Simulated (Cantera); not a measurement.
Input (Python, Cantera) and output of one run.

```python
import numpy as np
import cantera as ct

gas_names = """
    O
""".split()
cond_names = """
    Cu(cr) Cu(L) Cu2O(s) Cu2O(L)
""".split()


def load(file, names, dense=False):
    # The tables refer to 1 bar. Condensed volumes are neglected.
    table = {s.name: s for s in ct.Species.list_from_file(file)}
    out = []
    for n in names:
        d = dict(table[n].input_data)
        d["thermo"] = dict(d["thermo"], **{"reference-pressure": 1e5})
        if dense:
            d["equation-of-state"] = {"model": "constant-volume", "density": "1e6 g/cm^3"}
        out.append(ct.Species.from_dict(d))
    return out


species = {s.name: s for s in load("nasa_gas.yaml", gas_names) + load("nasa_condensed.yaml", cond_names)}
# Each term lists the table entries of one substance; the one whose range holds T is used.
reactions = {
    'O(g) + 2 Cu = Cu2O':
        [(-1, ['O']), (-2, ['Cu(cr)', 'Cu(L)']), (1, ['Cu2O(s)', 'Cu2O(L)'])],
}


def pick(names, T):
    return next(species[n] for n in names if species[n].thermo.min_temp <= T <= species[n].thermo.max_temp)


results = []
for label, terms in reactions.items():
    print(label)
    print("     T/K   dH/kJ  dS/(J/K)   dG/kJ   log10 K")
    for T in [1373, 1473, 1573, 1673, 1773]:
        used = [(nu, pick(names, T)) for nu, names in terms]
        dH = sum(nu * s.thermo.h(T) for nu, s in used) / 1e6
        dS = sum(nu * s.thermo.s(T) for nu, s in used) / 1e3
        dG = dH - T * dS / 1e3
        logK = -dG * 1e6 / (ct.gas_constant * T * np.log(10))
        results.append((label, T, dH, dS, dG, logK, [s.name for _, s in used]))
        print(f"{T:8g} {dH:8.1f} {dS:8.1f} {dG:8.1f} {logK:8.2f}")
```

Result:

```
O(g) + 2 Cu = Cu2O
     T/K   dH/kJ  dS/(J/K)   dG/kJ   log10 K
    1373   -445.2   -155.3   -232.0     8.83
    1473   -444.5   -154.8   -216.5     7.68
    1573   -378.6   -111.4   -203.4     6.76
    1673   -377.2   -110.5   -192.3     6.00
    1773   -375.9   -109.7   -181.3     5.34
```

Source: NASA polynomial tables (part measured, part estimated), evaluated in Cantera. Condensed species are held in their standard states even where they would react or evaporate.
